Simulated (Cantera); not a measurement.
What does this Cantera script print?

```python
import numpy as np
import cantera as ct

gas = ct.Solution("SiF4_NH3_mec.yaml", "gas")
gas.TPX = 2225, 9000, {'NH3': 1, 'H2': 3.2}
reactor = ct.IdealGasConstPressureReactor(gas, energy="off", clone=False)
net = ct.ReactorNet([reactor])
net.rtol, net.atol = 1e-08, 1e-18
show = ['NH3', 'H2', 'NH2', 'N', 'N2H4', 'H', 'NH']
times = np.geomspace(0.0002, 10, 10)

steps = ct.SolutionArray(gas, extra=["t"])
rows = []
print(f"{'t/s':>10s}{'T/K':>9s}{'P/Pa':>11s}" + "".join(f"{s:>11s}" for s in show))
for t in times:
    while net.time < t:
        t_next = net.step()
        steps.append(gas.state, t=t_next)
    rows.append([np.interp(t, steps.t, y) for y in (steps.T, steps.P, *steps(*show).X.T)])
    print(f"{t:10.3e}{rows[-1][0]:9.1f}{rows[-1][1]:11.4g}" + "".join(f"{x:11.3e}" for x in rows[-1][2:]))
rate = np.gradient(steps.T, steps.t)
print("integrator steps:", len(steps.t))
if steps.T.max() > steps.T[0] + 200:
    print(f"time of steepest temperature rise: {steps.t[rate.argmax()]:.4e} s")
gas.TPX = 2225, 9000, {'NH3': 1, 'H2': 3.2}
gas.equilibrate("TP")
print(f"equilibrium (TP): T = {gas.T:.1f} K  " + "  ".join(f"{s} {gas[s].X[0]:.3e}" for s in show))
```

Result:

```
       t/s      T/K       P/Pa        NH3         H2        NH2          N       N2H4          H         NH
 2.000e-04   2225.0       9000  2.376e-01  7.616e-01  4.071e-04  1.525e-07  1.345e-09  4.194e-04  5.190e-06
 6.655e-04   2225.0       9000  2.360e-01  7.615e-01  1.070e-03  2.707e-06  9.297e-09  1.111e-03  3.535e-05
 2.214e-03   2225.0       9000  2.281e-01  7.659e-01  1.248e-03  4.539e-06  1.265e-08  1.350e-03  4.937e-05
 7.368e-03   2225.0       9000  2.032e-01  7.807e-01  1.155e-03  4.589e-06  1.083e-08  1.429e-03  4.777e-05
 2.452e-02   2225.0       9000  1.401e-01  8.182e-01  9.012e-04  4.717e-06  6.596e-09  1.694e-03  4.280e-05
 8.158e-02   2225.0       9000  4.324e-02  8.752e-01  4.157e-04  5.113e-06  1.403e-09  2.707e-03  3.030e-05
 2.714e-01   2225.0       9000  1.852e-04  8.894e-01  9.748e-06  3.740e-06  7.634e-13  1.504e-02  3.976e-06
 9.032e-01   2225.0       9000  4.000e-06  8.844e-01  2.878e-07  2.064e-07  6.627e-16  2.044e-02  1.606e-07
 3.005e+00   2225.0       9000  9.208e-07  8.844e-01  6.625e-08  4.753e-08  3.519e-17  2.044e-02  3.697e-08
 1.000e+01   2225.0       9000  3.791e-07  8.844e-01  2.728e-08  1.957e-08  6.029e-18  2.044e-02  1.522e-08
integrator steps: 1542
equilibrium (TP): T = 2225.0 K  NH3 3.320e-07  H2 8.844e-01  NH2 2.389e-08  N 1.714e-08  N2H4 4.640e-18  H 2.044e-02  NH 1.333e-08
```

Cantera simulation using the gas-phase N/H chemistry of the illustrative SiF4/NH3 mechanism in the Surface Chemkin manual (1991); the numbers are that mechanism's predictions, not measurements. Walls and surfaces, which speed up NH3 decomposition in real reactors, are not modelled.
